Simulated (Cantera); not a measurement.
Input (Python, Cantera) and output of one run.

```python
import numpy as np
import cantera as ct

gas_names = """
    AL ALCL ALCL2 ALCL3 ALH ALN AL2 AL2CL6 CL CL2 H HCL H2 N NH NH2 NH3 N2 N2H2 N2H4
""".split()
cond_names = """
    AL(cr) AL(L) ALCL3(s) ALCL3(L) ALN(s) NH4CL(a) NH4CL(b)
""".split()


def load(file, names, dense=False):
    # The tables refer to 1 bar. Condensed volumes are neglected.
    table = {s.name: s for s in ct.Species.list_from_file(file)}
    out = []
    for n in names:
        d = dict(table[n].input_data)
        d["thermo"] = dict(d["thermo"], **{"reference-pressure": 1e5})
        if dense:
            d["equation-of-state"] = {"model": "constant-volume", "density": "1e6 g/cm^3"}
        out.append(ct.Species.from_dict(d))
    return out


gas = ct.Solution(thermo="ideal-gas", species=load("nasa_gas.yaml", gas_names))
cond = {s.name: ct.Solution(thermo="fixed-stoichiometry", species=[s], name=s.name)
        for s in load("nasa_condensed.yaml", cond_names, dense=True)}
atoms = {
    'AlCl3': {'AL': 1, 'CL': 3},
    'HCl': {'H': 1, 'CL': 1},
    'N2': {'N': 2},
}
top_T = {'ALN(s)': 2750}  # K; cautious upper limits of use, not melting points


def equilibrate(T, P, feed):
    n = {}
    for name, mol in feed.items():
        for a, k in atoms[name].items():
            n[a] = n.get(a, 0.0) + k * mol
    gas.TPX = T, P, n
    mass = sum(n.values()) * gas.mean_molecular_weight
    gas.equilibrate("TP")
    valid = [c for c in cond.values() if c.min_temp <= T <= top_T.get(c.name, c.max_temp)]
    mix = ct.Mixture([(gas, mass / gas.mean_molecular_weight)] + [(c, 0.0) for c in valid])
    mix.T, mix.P = T, P
    mix.equilibrate("TP", solver="vcs", rtol=1e-11, max_steps=5000)
    return mix


results = []
feed = {'AlCl3': 1, 'HCl': 6.2, 'N2': 4.1}  # mol
T = 2123.15  # K
P = 24000  # Pa
mix = equilibrate(T, P, feed)
results.append((T, P, feed, dict(zip(mix.species_names, mix.species_moles))))
x = sorted(zip(gas.X, gas.species_names), reverse=True)
print(f"T = {T:g} K  P = {P:g} Pa  gas = {mix.phase_moles(0):.4g} mol")
print("   x: " + "  ".join(f"{s} {v:.3e}" for v, s in x if v > 0.001))
print("   condensed (mol): " + ("  ".join(f"{mix.phase(i).name} {mix.phase_moles(i):.4g}"
      for i in range(1, mix.n_phases) if mix.phase_moles(i) > 1e-12) or "none"))
```

Result:

```
T = 2123.15 K  P = 24000 Pa  gas = 11.52 mol
   x: HCL 5.184e-01  N2 3.558e-01  ALCL3 7.842e-02  CL 2.870e-02  H2 9.443e-03  ALCL2 7.307e-03  ALCL 1.046e-03
   condensed (mol): none
```

Cantera equilibrium calculation (NASA polynomials, part measured and part estimated; ideal gas, pure solids and liquids). The tables' values for AlCl2 are old estimates; treat these amounts as uncertain.
